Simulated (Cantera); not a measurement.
**Hydrocarbon pyrolysis for carbon deposition**

An isothermal, constant-pressure homogeneous reactor starts with CH₄ : N₂ : H₂O = 1 : 2 : 0.056 (molar parts), at 1623 K and 1.01 bar.

Model: GRI-Mech 3.0 (53 species, 325 reactions), integrated in Cantera. GRI-Mech 3.0 stops at C3 and has no aromatics, soot or wall deposition, so with more carbon than oxygen in the feed, carbon stays in small species such as C2H2 where larger ones or solid carbon would form.

| t (s) | x CH₄ | x C₂H₆ | x CH₂ | x HCN | x C₂H₄ | x H₂ | x CH₃ |
|---|---|---|---|---|---|---|---|
| 0.000400 | 0.326 | 0.000313 | 2.88e-8 | 2.14e-12 | 0.000185 | 0.000926 | 0.000457 |
| 0.00110 | 0.321 | 0.000941 | 6.12e-8 | 1.58e-11 | 0.00124 | 0.00409 | 0.000670 |
| 0.00301 | 0.305 | 0.00142 | 8.82e-8 | 1.61e-10 | 0.00563 | 0.0192 | 0.000788 |
| 0.00826 | 0.265 | 0.000829 | 6.32e-8 | 1.02e-9 | 0.00799 | 0.0637 | 0.000616 |
| 0.0227 | 0.203 | 0.000365 | 4.04e-8 | 3.71e-9 | 0.00412 | 0.137 | 0.000425 |
| 0.0622 | 0.129 | 0.000128 | 2.53e-8 | 1.03e-8 | 0.00269 | 0.223 | 0.000262 |
| 0.171 | 0.0634 | 3.22e-5 | 1.46e-8 | 2.38e-8 | 0.00291 | 0.297 | 0.000135 |
| 0.469 | 0.0280 | 8.28e-6 | 8.20e-9 | 4.73e-8 | 0.00340 | 0.339 | 6.42e-5 |
| 1.29 | 0.0190 | 5.05e-6 | 5.83e-9 | 9.07e-8 | 0.00354 | 0.353 | 4.47e-5 |
| 3.53 | 0.0181 | 4.76e-6 | 4.95e-9 | 1.88e-7 | 0.00351 | 0.360 | 4.24e-5 |
| 9.68 | 0.0179 | 4.67e-6 | 4.59e-9 | 4.31e-7 | 0.00349 | 0.363 | 4.17e-5 |
| 26.6 | 0.0179 | 4.66e-6 | 4.56e-9 | 1.11e-6 | 0.00349 | 0.363 | 4.16e-5 |
| 72.9 | 0.0179 | 4.66e-6 | 4.56e-9 | 3.11e-6 | 0.00349 | 0.363 | 4.16e-5 |
| 200 | 0.0179 | 4.66e-6 | 4.56e-9 | 9.42e-6 | 0.00349 | 0.363 | 4.16e-5 |
x: mole fraction; the columns are a selection and need not sum to one.

Equilibrium at this temperature and pressure: CH₄ 0.0140, C₂H₆ 2.84e-6, CH₂ 3.53e-9, HCN 0.0911, C₂H₄ 0.00209, H₂ 0.368, CH₃ 3.25e-5 (gas phase only).
